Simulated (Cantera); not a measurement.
Feed: 1 mol CuO, 14 mol CO, 17 mol N2, equilibrated at 1.33 mbar.

Method: chemical equilibrium by Gibbs-energy minimisation in Cantera with the NASA 1993 tables (ideal gas, pure condensed phases). Candidate condensed phases: C, Cu, CuO, Cu2O; 27 gas species. Rates play no part.

x: gas mole fraction; nothing condenses.

```tsv
T (°C)	x N2	x CO	x Cu	x CO2	x O	x NO	x O2
1800	0.531	0.406	0.0312	0.0310	0.000156	8.27e-5	2.47e-5
1850	0.531	0.407	0.0312	0.0307	?	?	?
1900	0.531	0.407	0.0312	0.0302	0.000631	0.000215	0.000103
1950	0.530	0.408	0.0312	0.0293	?	?	?
2000	0.530	0.408	0.0312	0.0279	0.00212	0.000486	0.000335
2050	0.529	0.410	0.0311	0.0258	0.00359	0.000679	0.000534
2100	0.527	0.412	0.0310	0.0229	0.00568	0.000897	0.000765
2150	0.525	0.414	0.0309	0.0195	0.00838	0.00111	0.000975
2200	0.524	0.416	0.0308	0.0158	0.0115	0.00129	0.00110
2250	0.522	0.418	0.0307	0.0123	0.0148	0.00142	0.00111
2300	0.520	0.420	0.0306	0.00913	0.0180	0.00147	0.00102
2350	0.519	0.421	0.0305	0.00659	0.0208	0.00147	0.000862
```

Problem. What belongs in the gaps?

Solution. 
- 1850, x O: 0.000321
- 1850, x NO: 0.000136
- 1850, x O2: 5.17e-5
- 1950, x O: 0.00119
- 1950, x NO: 0.000330
- 1950, x O2: 0.000192
